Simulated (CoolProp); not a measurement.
Decamethyltetrasiloxane (MD2M) along the isotherm 600 K: fugacity coefficient from the reference equation and from simpler models built on Tc = 599.4 K, pc = 11.44 bar, ω = 0.635; each cubic takes its own stable root.

The numbers come from the reference Helmholtz-energy equation of state, Thol 2017 in CoolProp.

| p (bar) | phase | reference |
|---|---|---|
| 1.32 | gas | 0.9633 |
| 2.64 | gas | 0.9271 |
| 3.96 | gas | 0.8912 |
| 5.28 | gas | 0.8555 |
| 6.6 | gas | 0.8196 |
| 7.92 | gas | 0.7833 |
| 9.24 | gas | 0.7461 |
| 10.6 | gas | 0.7056 |
| 11.9 | supercritical | 0.6577 |
| 13.2 | supercritical | 0.6052 |
| 14.5 | supercritical | 0.5616 |
| 15.8 | supercritical | 0.5250 |
| 17.2 | supercritical | 0.4917 |

How far does each simpler model (van der Waals, Redlich-Kwong, Soave-Redlich-Kwong, Peng-Robinson) lie from the reference over these 13 states: mean and median of the absolute difference, and the worst?


- van der Waals: mean 2.8 %, median 1.9 %, worst +7.2 % at 600 K and 17.2 bar
- Redlich-Kwong: mean 0.9 %, median 0.7 %, worst -1.6 % at 600 K and 10.6 bar
- Soave-Redlich-Kwong: mean 0.9 %, median 0.9 %, worst -1.6 % at 600 K and 10.6 bar
- Peng-Robinson: mean 3.3 %, median 3.8 %, worst -4.8 % at 600 K and 10.6 bar
